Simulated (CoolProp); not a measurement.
R114 along the isotherm 226.85 °C: fugacity coefficient from the reference equation and from simpler models built on Tc = 147.5 °C, pc = 33.52 bar, ω = 0.252; each cubic takes its own stable root.

Model: reference Helmholtz-energy equation of state, Platzer 1990, in CoolProp. This equation is an older, rougher fit; its heat capacities, sound speeds and derivatives of the liquid may be far off and weren't checked against measurements.

```tsv
p (bar)	phase	reference
12.9	gas	0.9299
25.8	gas	0.8619
38.7	supercritical	0.7967
51.6	supercritical	0.7349
64.5	supercritical	0.6783
77.4	supercritical	0.6289
90.3	supercritical	0.5881
103	supercritical	0.5556
116	supercritical	0.5291
129	supercritical	0.5079
142	supercritical	0.4909
155	supercritical	0.4774
168	supercritical	0.4666
```

**Question.** How far does each simpler model (van der Waals, Redlich-Kwong, Peng-Robinson) lie from the reference over these 13 states: mean and median of the absolute difference, and the worst?

**Answer.** 
- van der Waals: mean 3.5 %, median 3.5 %, worst -5.9 % at 226.85 °C and 90.3 bar
- Redlich-Kwong: mean 3.4 %, median 4.1 %, worst -4.3 % at 226.85 °C and 168 bar
- Peng-Robinson: mean 2.3 %, median 2.3 %, worst -2.7 % at 226.85 °C and 168 bar
